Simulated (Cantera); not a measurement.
A perfectly stirred reactor is fed with 32.8 % CO, 5.90 % H2, 12.9 % O2, 48.5 % N2, equivalence ratio 1.5, at 0.480 bar; it is adiabatic with a 373 K inlet, and is followed from long to short residence time, starting on the burning branch (τ in s: 0.32, 0.11, 0.037, 0.013, 0.0043, 0.0014, 0.00049, 0.00017, 5.6e-05, 1.9e-05, 6.5e-06).

Computed with Cantera and GRI-Mech 3.0 (53 species, 325 reactions).

x: mole fraction; the columns are a selection and need not sum to one.

| τ (s) | T (K) | x CO | x H2 | x O2 | x NO | x NO2 | x N2O |
|---|---|---|---|---|---|---|---|
| 0.32 | 2337 | 0.148 | 0.00665 | 0.00244 | 0.00131 | 8.11e-8 | 4.16e-8 |
| 0.11 | 2303 | 0.151 | 0.00687 | 0.00394 | 0.00126 | 7.75e-8 | 4.15e-8 |
| 0.037 | 2233 | 0.156 | 0.00735 | 0.00709 | 0.000921 | 5.36e-8 | 3.99e-8 |
| 0.013 | 2124 | 0.164 | 0.00812 | 0.0117 | 0.000426 | 2.32e-8 | 3.89e-8 |
| 0.0043 | 1966 | 0.173 | 0.00913 | 0.0173 | 0.000170 | 9.21e-9 | 3.84e-8 |
| 0.0014 | ? | 0.179 | 0.00989 | 0.0226 | 0.000104 | 6.03e-9 | 3.65e-8 |
| 0.00049 | ? | 0.185 | 0.00976 | 0.0282 | 6.37e-5 | 4.25e-9 | 3.45e-8 |
| 0.00017 | ? | 0.228 | 0.0105 | 0.0524 | 1.24e-5 | 1.37e-9 | 3.43e-8 |
| 5.6e-5 | 373 | 0.328 | 0.0590 | 0.129 | <1e-12 | <1e-12 | <1e-12 |
| 1.9e-5 | 373 | 0.328 | 0.0590 | 0.129 | <1e-12 | <1e-12 | <1e-12 |
| 6.5e-6 | 373 | 0.328 | 0.0590 | 0.129 | <1e-12 | <1e-12 | <1e-12 |

**Question.** Fill in the missing entries.

**Answer.** 
- 0.0014, T (K): 1771
- 0.00049, T (K): 1563
- 0.00017, T (K): 1275
